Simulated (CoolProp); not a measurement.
R125 at several states: Z from the reference equation and from simpler models built on Tc = 339.2 K, pc = 36.18 bar, ω = 0.305; each cubic takes its own stable root.

Computed with CoolProp (reference Helmholtz-energy equation of state, Lemmon 2005).

```json
[
 {"T (K)": "235.2", "p (bar)": "1.59", "phase": "gas", "reference": "0.9419"},
 {"T (K)": "354.7", "p (bar)": "20.1", "phase": "gas", "reference": "0.8159"},
 {"T (K)": "440.4", "p (bar)": "0.368", "phase": "gas", "reference": "0.9986"},
 {"T (K)": "361.1", "p (bar)": "7.45", "phase": "gas", "reference": "0.9413"},
 {"T (K)": "240.3", "p (bar)": "0.1", "phase": "gas", "reference": "0.9968"},
 {"T (K)": "342.7", "p (bar)": "1.93", "phase": "gas", "reference": "0.9822"}
]
```

**Question.** How far does each simpler model (Pitzer virial, Soave-Redlich-Kwong) lie from the reference over these 6 states: mean and median of the absolute difference, and the worst?

**Answer.** 
- Pitzer virial: mean 0.5 %, median 0.1 %, worst +2.3 % at 354.7 K and 20.1 bar
- Soave-Redlich-Kwong: mean 0.3 %, median 0.1 %, worst +1.0 % at 235.2 K and 1.59 bar
